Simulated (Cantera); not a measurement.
A Cantera script and its output.

```python
import numpy as np
import cantera as ct

surf = ct.Interface("diamond.yaml", "diamond_100")
gas, bulk = surf.adjacent["gas"], surf.adjacent["diamond"]
k = surf.kinetics_species_index(bulk.species_names[0])
cover = ["c6HH", "c6H*", "c6*H", "c6**", "c6HM", "c6B"]

rows, drift = [], 0.0
print(f"{'xH':>10s}{'um/h':>11s}" + "".join(f"{s:>11s}" for s in cover))
for v in [0.0001, 0.0002, 0.0004, 0.0008, 0.0016, 0.0032, 0.0064, 0.013, 0.026]:
    T, P, xH, xCH3 = 1075, 1100, v, 0.0002
    gas.TPX = T, P, {"H": xH, "CH3": xCH3, "CH4": 0.021, "H2": 1 - xH - xCH3 - 0.021}
    surf.TP = bulk.TP = T, P
    surf.coverages = "c6H*:0.1, c6HH:0.9"
    surf.advance_coverages(100.0)
    before = surf.coverages
    surf.advance_coverages(100.0)
    drift = max(drift, np.max(np.abs(surf.coverages - before) / (surf.coverages + 1e-9)))
    rate = surf.net_production_rates[k] * bulk.mean_molecular_weight / bulk.density * 3.6e9
    rows.append([rate, *surf[cover].coverages])
    print(f"{v:10.4g}{rate:11.4e}" + "".join(f"{x:11.3e}" for x in rows[-1][1:]))
```

Result:

```
        xH       um/h       c6HH       c6H*       c6*H       c6**       c6HM        c6B
    0.0001 3.6445e-02  5.948e-01  2.139e-02  3.598e-01  4.699e-03  1.036e-02  9.890e-11
    0.0002 7.1996e-02  5.613e-01  2.303e-02  3.875e-01  7.510e-03  1.183e-02  1.954e-10
    0.0004 1.3378e-01  5.422e-01  2.394e-02  4.027e-01  1.031e-02  1.270e-02  3.630e-10
    0.0008 2.3837e-01  5.321e-01  2.443e-02  4.109e-01  1.253e-02  1.270e-02  6.468e-10
    0.0016 4.0488e-01  5.277e-01  2.472e-02  4.157e-01  1.402e-02  1.166e-02  1.099e-09
    0.0032 6.3834e-01  5.265e-01  2.492e-02  4.191e-01  1.492e-02  9.624e-03  1.732e-09
    0.0064 9.0847e-01  5.271e-01  2.509e-02  4.219e-01  1.546e-02  7.022e-03  2.465e-09
     0.013 1.1629e+00  5.283e-01  2.524e-02  4.240e-01  1.577e-02  4.485e-03  3.156e-09
     0.026 1.3479e+00  5.294e-01  2.536e-02  4.255e-01  1.594e-02  2.616e-03  3.657e-09
```

Model: the Harris–Goodwin 1993 mechanism for the reconstructed diamond (100) surface, integrated in Cantera.
